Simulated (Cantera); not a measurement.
Input: 1 mol SiC, 4.4 mol H2O, 10 mol H2, 0.0097 mol O2, at 51.0 Pa.

Method: chemical equilibrium by Gibbs-energy minimisation in Cantera with the NASA 1993 tables (ideal gas, pure condensed phases). Candidate condensed phases: C, C6H6, C7H8, C8H18, H2O, Si, SiC, SiO2; 123 gas species. The tables hold silica as quartz up to 1696 K and as liquid above; real silica turns to tridymite and cristobalite and melts near 1996 K. Equilibrium is a limit: real reactors are often held back by kinetics, nucleation or transport.

Task: Which condensed phases are stable at each of these points (T (°C)): 1227, 1252, 1277, 1302, 1327, 1352, 1377, 1402, 1427, 1452, 1477?

Result: 
| T (°C) | condensed phases | Si condensed (%) |
|---|---|---|
| 1227 | SiO2(β-quartz) | 100.0 |
| 1252 | SiO2(β-quartz) | 99.9 |
| 1277 | SiO2(β-quartz) | 99.8 |
| 1302 | SiO2(β-quartz) | 99.6 |
| 1327 | SiO2(β-quartz) | 99.3 |
| 1352 | SiO2(β-quartz) | 98.7 |
| 1377 | SiO2(β-quartz) | 97.6 |
| 1402 | SiO2(β-quartz) | 95.7 |
| 1427 | SiO2(condensed) | 92.6 |
| 1452 | SiO2(condensed) | 87.7 |
| 1477 | SiO2(condensed) | 80.1 |

From 1227 °C to 1402 °C the condensed part is SiO2(β-quartz). From 1427 °C to 1477 °C the condensed part is SiO2(condensed).
